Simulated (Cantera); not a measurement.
Cantera run:

```python
import numpy as np
import cantera as ct

gas_names = """
    C CO CO2 C2 C2O C3 C3O2 C4 C5 O O2 O3 Pb PbO Pb2
""".split()
cond_names = """
    C(gr) Pb(cr) Pb(L) PbO(rd) PbO(yw) PbO(L) PbO2(s) Pb3O4(s)
""".split()


# ... load() reads the species with a 1 bar reference pressure and builds the phases ...
atoms = {
    'Pb': {'Pb': 1},
    'CO': {'C': 1, 'O': 1},
}
top_T = {'C(gr)': 4500, 'Pb3O4(s)': 820}  # K; cautious upper limits of use, not melting points


# ... equilibrate(T, P, feed) seeds the gas with the atoms and calls Mixture.equilibrate('TP', solver="vcs", rtol=1e-11, max_steps=5000) ...
results = []
feed = {'Pb': 1, 'CO': 7}  # mol
P = 10000  # Pa
for T in [898, 973, 1048, 1123, 1198, 1273, 1348, 1423, 1498, 1573, 1648]:
    mix = equilibrate(T, P, feed)
    results.append((T, P, feed, dict(zip(mix.species_names, mix.species_moles))))
    x = sorted(zip(gas.X, gas.species_names), reverse=True)
    print(f"T = {T:g} K  P = {P:g} Pa  gas = {mix.phase_moles(0):.4g} mol")
    print("   x: " + "  ".join(f"{s} {v:.3e}" for v, s in x if v > 0.0001))
    print("   condensed (mol): " + ("  ".join(f"{mix.phase(i).name} {mix.phase_moles(i):.4g}"
          for i in range(1, mix.n_phases) if mix.phase_moles(i) > 1e-12) or "none"))
```

Output:

```
T = 898 K  P = 10000 Pa  gas = 5.412 mol
   x: CO 7.066e-01  CO2 2.934e-01
   condensed (mol): C(gr) 1.588  Pb(L) 0.9999
T = 973 K  P = 10000 Pa  gas = 6.457 mol
   x: CO 9.158e-01  CO2 8.412e-02
   condensed (mol): C(gr) 0.5432  Pb(L) 0.9994
T = 1048 K  P = 10000 Pa  gas = 6.857 mol
   x: CO 9.783e-01  CO2 2.124e-02  Pb 4.469e-04
   condensed (mol): C(gr) 0.1456  Pb(L) 0.9969
T = 1123 K  P = 10000 Pa  gas = 6.971 mol
   x: CO 9.922e-01  CO2 5.945e-03  Pb 1.827e-03
   condensed (mol): C(gr) 0.04144  Pb(L) 0.9873
T = 1198 K  P = 10000 Pa  gas = 7.03 mol
   x: CO 9.918e-01  Pb 6.238e-03  CO2 1.912e-03
   condensed (mol): C(gr) 0.01345  Pb(L) 0.9561
T = 1273 K  P = 10000 Pa  gas = 7.126 mol
   x: CO 9.809e-01  Pb 1.836e-02  CO2 6.916e-04
   condensed (mol): C(gr) 0.004928  Pb(L) 0.8692
T = 1348 K  P = 10000 Pa  gas = 7.349 mol
   x: CO 9.520e-01  Pb 4.777e-02  CO2 2.701e-04
   condensed (mol): C(gr) 0.001985  Pb(L) 0.6489
T = 1423 K  P = 10000 Pa  gas = 7.883 mol
   x: CO 8.878e-01  Pb 1.121e-01  CO2 1.074e-04
   condensed (mol): C(gr) 0.0008463  Pb(L) 0.1162
T = 1498 K  P = 10000 Pa  gas = 7.999 mol
   x: CO 8.750e-01  Pb 1.250e-01
   condensed (mol): C(gr) 0.0004138
T = 1573 K  P = 10000 Pa  gas = 8 mol
   x: CO 8.750e-01  Pb 1.250e-01
   condensed (mol): C(gr) 0.0002202
T = 1648 K  P = 10000 Pa  gas = 8 mol
   x: CO 8.750e-01  Pb 1.250e-01
   condensed (mol): C(gr) 0.0001245
```

Equilibrium computed with Cantera from the NASA thermochemical tables; the gas is ideal and each condensed phase is pure.
